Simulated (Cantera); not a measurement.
Cantera run:

```python
import numpy as np
import cantera as ct

gas_names = """
    H HO2 H2 H2O H2O2 O OH O2 O3 Si SiH SiH2 SiH3 SiH4 SiO SiO2 Si2 Si3
""".split()
cond_names = """
    H2O(s) H2O(L) Si(cr) Si(L) SiO2(Lqz) SiO2(hqz) SiO2(L)
""".split()


# ... load() reads the species with a 1 bar reference pressure and builds the phases ...
atoms = {
    'SiH4': {'Si': 1, 'H': 4},
    'O3': {'O': 3},
    'H2': {'H': 2},
}
top_T = {}  # K; cautious upper limits of use, not melting points


# ... equilibrate(T, P, feed) seeds the gas with the atoms and calls Mixture.equilibrate('TP', solver="vcs", rtol=1e-11, max_steps=5000) ...
results = []
feed = {'SiH4': 1, 'O3': 0.7, 'H2': 12}  # mol
P = 133.322  # Pa
for T in [523, 623, 723, 823, 923, 1023, 1123, 1223, 1323, 1423, 1523, 1623, 1723, 1823]:
    mix = equilibrate(T, P, feed)
    results.append((T, P, feed, dict(zip(mix.species_names, mix.species_moles))))
    x = sorted(zip(gas.X, gas.species_names), reverse=True)
    print(f"T = {T:g} K  P = {P:g} Pa  gas = {mix.phase_moles(0):.4g} mol")
    print("   x: " + "  ".join(f"{s} {v:.3e}" for v, s in x if v > 1e-05))
    print("   condensed (mol): " + ("  ".join(f"{mix.phase(i).name} {mix.phase_moles(i):.4g}"
          for i in range(1, mix.n_phases) if mix.phase_moles(i) > 1e-12) or "none"))
```

Result:

```
T = 523 K  P = 133.322 Pa  gas = 14 mol
   x: H2 9.929e-01  H2O 7.143e-03
   condensed (mol): SiO2(Lqz) 1
T = 623 K  P = 133.322 Pa  gas = 14 mol
   x: H2 9.929e-01  H2O 7.143e-03
   condensed (mol): SiO2(Lqz) 1
T = 723 K  P = 133.322 Pa  gas = 14 mol
   x: H2 9.929e-01  H2O 7.143e-03
   condensed (mol): SiO2(Lqz) 1
T = 823 K  P = 133.322 Pa  gas = 14 mol
   x: H2 9.929e-01  H2O 7.143e-03
   condensed (mol): SiO2(Lqz) 1
T = 923 K  P = 133.322 Pa  gas = 14 mol
   x: H2 9.929e-01  H2O 7.143e-03
   condensed (mol): SiO2(hqz) 1
T = 1023 K  P = 133.322 Pa  gas = 14 mol
   x: H2 9.929e-01  H2O 7.143e-03
   condensed (mol): SiO2(hqz) 1
T = 1123 K  P = 133.322 Pa  gas = 14 mol
   x: H2 9.929e-01  H2O 7.143e-03
   condensed (mol): SiO2(hqz) 1
T = 1223 K  P = 133.322 Pa  gas = 14 mol
   x: H2 9.928e-01  H2O 7.143e-03
   condensed (mol): SiO2(hqz) 1
T = 1323 K  P = 133.322 Pa  gas = 14 mol
   x: H2 9.928e-01  H2O 7.143e-03  H 4.328e-05
   condensed (mol): SiO2(hqz) 1
T = 1423 K  P = 133.322 Pa  gas = 14 mol
   x: H2 9.926e-01  H2O 7.159e-03  H 1.812e-04  SiO 1.698e-05
   condensed (mol): SiO2(hqz) 0.9998
T = 1523 K  P = 133.322 Pa  gas = 14.01 mol
   x: H2 9.916e-01  H2O 7.467e-03  H 6.303e-04  SiO 3.286e-04
   condensed (mol): SiO2(hqz) 0.9954
T = 1623 K  P = 133.322 Pa  gas = 14.06 mol
   x: H2 9.845e-01  H2O 1.036e-02  SiO 3.246e-03  H 1.878e-03
   condensed (mol): SiO2(hqz) 0.9544
T = 1723 K  P = 133.322 Pa  gas = 14.25 mol
   x: H2 9.583e-01  H2O 2.193e-02  SiO 1.491e-02  H 4.889e-03
   condensed (mol): SiO2(L) 0.7875
T = 1823 K  P = 133.322 Pa  gas = 14.74 mol
   x: H2 8.928e-01  H2O 5.131e-02  SiO 4.457e-02  H 1.121e-02  OH 4.484e-05
   condensed (mol): SiO2(L) 0.3429
```

These are equilibrium values from Cantera (NASA tables, ideal gas, pure condensed phases), not measurements of a reactor. The tables hold silica as quartz up to 1696 K and as liquid above; real silica turns to tridymite and cristobalite and melts near 1996 K.
